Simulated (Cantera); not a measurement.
Cantera run, input and output.

```python
import numpy as np
import cantera as ct

gas = ct.Solution("gri30.yaml")


def delay(T, t_max=10):
    gas.TPX = T, 100000, {'CH4': 1, 'C2H6': 0.15, 'C3H8': 0.73, 'O2': 12.9, 'N2': 75.9}
    reactor = ct.IdealGasConstPressureReactor(gas, clone=False)
    net = ct.ReactorNet([reactor])
    net.rtol, net.atol = 1e-8, 1e-16
    while net.time < t_max:
        t_old, T_old = net.time, reactor.T
        net.step()
        if reactor.T > T + 400:  # ignition: a rise of 400 K
            return t_old + (T + 400 - T_old) / (reactor.T - T_old) * (net.time - t_old)
    return np.nan


taus = []
for T in [1050, 1125, 1200, 1275, 1350, 1425, 1500]:
    taus.append(delay(T))
    print(f"T0 = {T:6g} K   tau = {taus[-1]:.4e} s")
```

Output:

```
T0 =   1050 K   tau = 1.0508e-01 s
T0 =   1125 K   tau = 2.3413e-02 s
T0 =   1200 K   tau = 5.6075e-03 s
T0 =   1275 K   tau = 1.5781e-03 s
T0 =   1350 K   tau = 5.4815e-04 s
T0 =   1425 K   tau = 2.4257e-04 s
T0 =   1500 K   tau = 1.3827e-04 s
```

Model: GRI-Mech 3.0 (53 species, 325 reactions), integrated in Cantera. GRI-Mech 3.0 was tuned for natural gas; its chemistry of propane as a main component is partial and can be far from experiment.
